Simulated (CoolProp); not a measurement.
Vapour-liquid equilibrium of C2F6 (R116) (1) + R22 (2) at -23.25 °C; x and y are mole fractions of (1).

Model: multi-fluid Helmholtz-energy mixture model, Lemmon 2006 and Kamei 1995; pair parameters Bell 2016, in CoolProp.

### Question
Give the bubble pressure and the first vapour's composition at x = 0.05, 0.2, 0.5. Is there an azeotrope?

### Answer
x = 0.05: 369.3 kPa, y = 0.419; x = 0.2: 628.8 kPa, y = 0.674; x = 0.5: 797.1 kPa, y = 0.772. No azeotrope shows between x = 0.05 and 0.95.

Pair parameters are fitted to limited data, so mixtures are less certain than the pure fluids. With so large a gap from Raoult's law the liquid may split in two, which this calculation doesn't test in full.
